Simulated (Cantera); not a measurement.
# Low-pressure radical oxidation in H2/O2

A perfectly stirred reactor is fed with 7.92 % H₂, 92.1 % O₂, at 2000 Pa; it is held at 1000 K, and followed from long to short residence time.

Cantera simulation using the H2/O2 subset of GRI-Mech 3.0, which has no nitrogen chemistry; the numbers are that mechanism's predictions, not measurements. Radical loss at walls, strong at low pressure, is not modelled. The temperature is held fixed by assumption; the heat of reaction is taken as removed at once.

```csv
τ (s),x H₂,x O₂,x H₂O₂,x O,x OH,x H,x H₂O
0.68,0.000712,0.916,2.40e-7,0.00104,0.000442,0.000131,0.0814
0.38,0.000990,0.916,2.67e-7,0.00148,0.000554,0.000232,0.0809
0.22,0.00135,0.915,2.95e-7,0.00203,0.000688,0.000396,0.0804
0.12,0.00189,0.914,3.29e-7,0.00285,0.000877,0.000711,0.0795
0.070,0.00255,0.913,3.59e-7,0.00383,0.00109,0.00119,0.0784
0.040,0.00348,0.911,3.91e-7,0.00513,0.00136,0.00199,0.0768
0.023,0.00474,0.909,4.21e-7,0.00672,0.00169,0.00325,0.0745
0.013,0.00653,0.906,4.49e-7,0.00868,0.00209,0.00522,0.0713
0.0073,0.00908,0.903,4.73e-7,0.0108,0.00254,0.00800,0.0667
0.0042,0.0125,0.900,4.94e-7,0.0127,0.00298,0.0112,0.0610
0.0024,0.0175,0.897,5.13e-7,0.0139,0.00338,0.0143,0.0538
```
x: mole fraction; the columns are a selection and need not sum to one.
